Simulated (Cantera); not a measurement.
Charge: 1 mol PbO, 4 mol CO, 0.65 mol C, equilibrated at 2277 °C and 11.0 Pa.

Equilibrium computed with Cantera from the NASA thermochemical tables; the gas is ideal and each condensed phase is pure. Candidate condensed phases: C, Pb, PbO, PbO2, Pb3O4; 15 gas species. Kinetics and transport are ignored.

Base state: CO 0.775, Pb 0.168, O 0.0518, CO2 0.00501, O2 0.000867, PbO 0.000150 (mole fractions); condensed: gas only.

**Question.** What changes in the equilibrium state with this change: C from 0.65 to 0.4 mol?

**Answer.** 
| species | before | after |
|---|---|---|
| CO | 0.775 | 0.733 |
| Pb | 0.168 | 0.168 |
| O | 0.0518 | 0.0878 |
| CO2 | 0.00501 | 0.00803 |
| O2 | 0.000867 | 0.00249 |
| PbO | 0.000150 | 0.000255 |
